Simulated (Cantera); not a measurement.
Mixture: CH4 : CO : O2 : N2 = 1 : 0.14 : 1.22 : 4.58 (molar parts), equivalence ratio 1.7, at 9.87 atm, adiabatic and at constant pressure. Ignition delay is the time to a rise of 400 K.

Detailed kinetics in Cantera: GRI-Mech 3.0 (53 species, 325 reactions).

What does this change do: pressure from 9.87 atm to 26.6 atm?


```json
[
 {"quantity": "delay at 1100 K", "before": "33.1 ms", "after": "11.0 ms"},
 {"quantity": "delay at 1175 K", "before": "11.2 ms", "after": "3.73 ms"},
 {"quantity": "delay at 1250 K", "before": "4.22 ms", "after": "1.44 ms"},
 {"quantity": "delay at 1325 K", "before": "1.71 ms", "after": "0.609 ms"},
 {"quantity": "delay at 1400 K", "before": "0.735 ms", "after": "0.276 ms"},
 {"quantity": "delay at 1475 K", "before": "0.332 ms", "after": "0.132 ms"},
 {"quantity": "apparent activation energy between 1325 and 1475 K", "before": "180 kJ/mol", "after": "170 kJ/mol"}
]
```
The pressure lies above the range GRI-Mech 3.0 was tuned for (to about 10 atm).

What does this change do: N2 4.58 to 3.2 parts?


| quantity | before | after |
|---|---|---|
| delay at 1100 K | 33.1 ms | 25.5 ms |
| delay at 1175 K | 11.2 ms | 8.53 ms |
| delay at 1250 K | 4.22 ms | 3.16 ms |
| delay at 1325 K | 1.71 ms | 1.27 ms |
| delay at 1400 K | 0.735 ms | 0.545 ms |
| delay at 1475 K | 0.332 ms | 0.247 ms |
| apparent activation energy between 1325 and 1475 K | 180 kJ/mol | 180 kJ/mol |
